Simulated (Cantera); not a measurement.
Equilibrium for silicates and aluminates: SiO₂ + MgO + O₂

Charge: 1 mol SiO₂, 0.96 mol MgO, 0.14 mol O₂, at 925 K and 11000 Pa.

These are equilibrium values from Cantera (NASA tables, ideal gas, pure condensed phases), not measurements of a reactor. Candidate condensed phases: Mg, MgO, MgSiO₃, Mg₂SiO₄, Si, SiO₂; 11 gas species. Condensed phases not in the tables: alloys, solid solutions and most ternary compounds. Kinetics and transport are ignored.

```yaml
x(O₂): 1.00
n(MgSiO₃(s)): 0.960 mol
n(SiO₂(β-quartz)): 0.0400 mol
gas_amount: 0.1400 mol
log10 activity of Mg(l) (absent): -29.84
log10 activity of Si(s) (absent): -41.02
```
